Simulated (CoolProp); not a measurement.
Vapour-liquid equilibrium of nitrogen (1) + carbon monoxide (2) at -169.45 °C; x and y are mole fractions of (1).

Model: multi-fluid Helmholtz-energy mixture model, Span 2000 and Lemmon 2006; pair parameters Gernert 2013, in CoolProp.

```tsv
x	bubble pressure, mixture model (bar)	bubble pressure, Raoult's law (bar)	y, mixture model	y, Raoult's law
0.05	7.250	7.232	0.067	0.069
0.125	7.495	7.448	0.163	0.167
0.2	7.738	7.664	0.253	0.260
0.275	7.979	7.880	0.338	0.348
0.35	8.216	8.096	0.419	0.431
0.425	8.447	8.312	0.495	0.510
0.5	8.672	8.529	0.568	0.584
0.575	8.891	8.745	0.637	0.656
0.65	9.102	8.961	0.704	0.723
0.725	9.304	9.177	0.769	0.788
0.8	9.498	9.393	0.833	0.849
0.875	9.683	9.609	0.896	0.908
0.95	9.859	9.826	0.958	0.964
```

The largest gap from Raoult's law is +1.7 % in bubble pressure, at x = 0.5. No azeotrope shows between x = 0.05 and 0.95.

The pair parameters rest on a limited set of measurements; away from them the model extrapolates.
